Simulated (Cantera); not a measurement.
A Cantera script and what it prints.

```python
import numpy as np
import cantera as ct

gas_names = """
    B BH BH2 BH3 BN B2 H H2 N NH NH2 NH3 N2 N2H2 N2H4
""".split()
cond_names = """
    B(b) B(L) BN(s)
""".split()


def load(file, names, dense=False):
    # The tables refer to 1 bar. Condensed volumes are neglected.
    table = {s.name: s for s in ct.Species.list_from_file(file)}
    out = []
    for n in names:
        d = dict(table[n].input_data)
        d["thermo"] = dict(d["thermo"], **{"reference-pressure": 1e5})
        if dense:
            d["equation-of-state"] = {"model": "constant-volume", "density": "1e6 g/cm^3"}
        out.append(ct.Species.from_dict(d))
    return out


gas = ct.Solution(thermo="ideal-gas", species=load("nasa_gas.yaml", gas_names))
cond = {s.name: ct.Solution(thermo="fixed-stoichiometry", species=[s], name=s.name)
        for s in load("nasa_condensed.yaml", cond_names, dense=True)}
atoms = {
    'BN': {'B': 1, 'N': 1},
    'H2': {'H': 2},
}
top_T = {'BN(s)': 3200}  # K; cautious upper limits of use, not melting points


def equilibrate(T, P, feed):
    n = {}
    for name, mol in feed.items():
        for a, k in atoms[name].items():
            n[a] = n.get(a, 0.0) + k * mol
    gas.TPX = T, P, n
    mass = sum(n.values()) * gas.mean_molecular_weight
    gas.equilibrate("TP")
    valid = [c for c in cond.values() if c.min_temp <= T <= top_T.get(c.name, c.max_temp)]
    mix = ct.Mixture([(gas, mass / gas.mean_molecular_weight)] + [(c, 0.0) for c in valid])
    mix.T, mix.P = T, P
    mix.equilibrate("TP", solver="vcs", rtol=1e-11, max_steps=5000)
    return mix


results = []
feed = {'BN': 1, 'H2': 92}  # mol
for P in [1, 4.2, 18, 75, 320, 1300, 5600, 24000, 100000]:
    for T in [1198, 1248, 1298, 1348, 1398, 1448, 1498, 1548, 1598, 1648, 1698]:
        mix = equilibrate(T, P, feed)
        results.append((T, P, feed, dict(zip(mix.species_names, mix.species_moles))))

for T, P, feed, n in results:
    print(f"{T:7g} {P:10.4g}  " + (" + ".join(c for c in cond_names if n.get(c, 0) > 1e-12) or "gas only"))
```

It prints:

```
   1198          1  BN(s)
   1248          1  BN(s)
   1298          1  B(b) + BN(s)
   1348          1  B(b) + BN(s)
   1398          1  B(b) + BN(s)
   1448          1  B(b) + BN(s)
   1498          1  B(b) + BN(s)
   1548          1  B(b) + BN(s)
   1598          1  B(b)
   1648          1  B(b)
   1698          1  B(b)
   1198        4.2  BN(s)
   1248        4.2  BN(s)
   1298        4.2  BN(s)
   1348        4.2  B(b) + BN(s)
   1398        4.2  B(b) + BN(s)
   1448        4.2  B(b) + BN(s)
   1498        4.2  B(b) + BN(s)
   1548        4.2  B(b) + BN(s)
   1598        4.2  B(b) + BN(s)
   1648        4.2  B(b) + BN(s)
   1698        4.2  B(b)
   1198         18  BN(s)
   1248         18  BN(s)
   1298         18  BN(s)
   1348         18  BN(s)
   1398         18  B(b) + BN(s)
   1448         18  B(b) + BN(s)
   1498         18  B(b) + BN(s)
   1548         18  B(b) + BN(s)
   1598         18  B(b) + BN(s)
   1648         18  B(b) + BN(s)
   1698         18  B(b) + BN(s)
   1198         75  BN(s)
   1248         75  BN(s)
   1298         75  BN(s)
   1348         75  BN(s)
   1398         75  BN(s)
   1448         75  BN(s)
   1498         75  B(b) + BN(s)
   1548         75  B(b) + BN(s)
   1598         75  B(b) + BN(s)
   1648         75  B(b) + BN(s)
   1698         75  B(b) + BN(s)
   1198        320  BN(s)
   1248        320  BN(s)
   1298        320  BN(s)
   1348        320  BN(s)
   1398        320  BN(s)
   1448        320  BN(s)
   1498        320  BN(s)
   1548        320  BN(s)
   1598        320  B(b) + BN(s)
   1648        320  B(b) + BN(s)
   1698        320  B(b) + BN(s)
   1198       1300  BN(s)
   1248       1300  BN(s)
   1298       1300  BN(s)
   1348       1300  BN(s)
   1398       1300  BN(s)
   1448       1300  BN(s)
   1498       1300  BN(s)
   1548       1300  BN(s)
   1598       1300  BN(s)
   1648       1300  BN(s)
   1698       1300  B(b) + BN(s)
   1198       5600  BN(s)
   1248       5600  BN(s)
   1298       5600  BN(s)
   1348       5600  BN(s)
   1398       5600  BN(s)
   1448       5600  BN(s)
   1498       5600  BN(s)
   1548       5600  BN(s)
   1598       5600  BN(s)
   1648       5600  BN(s)
   1698       5600  BN(s)
   1198    2.4e+04  BN(s)
   1248    2.4e+04  BN(s)
   1298    2.4e+04  BN(s)
   1348    2.4e+04  BN(s)
   1398    2.4e+04  BN(s)
   1448    2.4e+04  BN(s)
   1498    2.4e+04  BN(s)
   1548    2.4e+04  BN(s)
   1598    2.4e+04  BN(s)
   1648    2.4e+04  BN(s)
   1698    2.4e+04  BN(s)
   1198      1e+05  BN(s)
   1248      1e+05  BN(s)
   1298      1e+05  BN(s)
   1348      1e+05  BN(s)
   1398      1e+05  BN(s)
   1448      1e+05  BN(s)
   1498      1e+05  BN(s)
   1548      1e+05  BN(s)
   1598      1e+05  BN(s)
   1648      1e+05  BN(s)
   1698      1e+05  BN(s)
```

Cantera equilibrium calculation (NASA polynomials, part measured and part estimated; ideal gas, pure solids and liquids). Mutual solubility and eutectic melting of coexisting phases are not modelled.
